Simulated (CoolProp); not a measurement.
A closed Brayton cycle with carbon dioxide: compressor inlet 315.15 K and 8.9 MPa, high pressure 28.8 MPa, turbine inlet 775 K, compressor efficiency 0.89, turbine efficiency 0.9, recuperator effectiveness 0.95 (on enthalpy, no pinch check). Each further row changes one setting.

The numbers come from the reference Helmholtz-energy equation of state, Span 1996 in CoolProp.

```
case                           thermal efficiency (%)  net work (kJ/kg)  compressor to turbine work  compressor exit (K)  turbine exit (K)
-----------------------------  ----------------------  ----------------  --------------------------  -------------------  ----------------
as stated                                        36.5              97.6                        0.31                384.1             640.1
turbine inlet 725 K                              34.1               ___                        0.33                384.1               ___
compressor inlet 325.15 K                        34.5              84.0                        0.40                  ___             640.1
high pressure 24.5 MPa                           35.8              88.0                        0.29                374.3             658.1
recuperator effectiveness 0.5                    24.3              97.6                        0.31                384.1             640.1
```

### Question
Some entries are withheld; supply them.

### Answer

- turbine inlet 725 K, net work (kJ/kg): 86.6
- turbine inlet 725 K, turbine exit (K): 594.9
- compressor inlet 325.15 K, compressor exit (K): 416.9
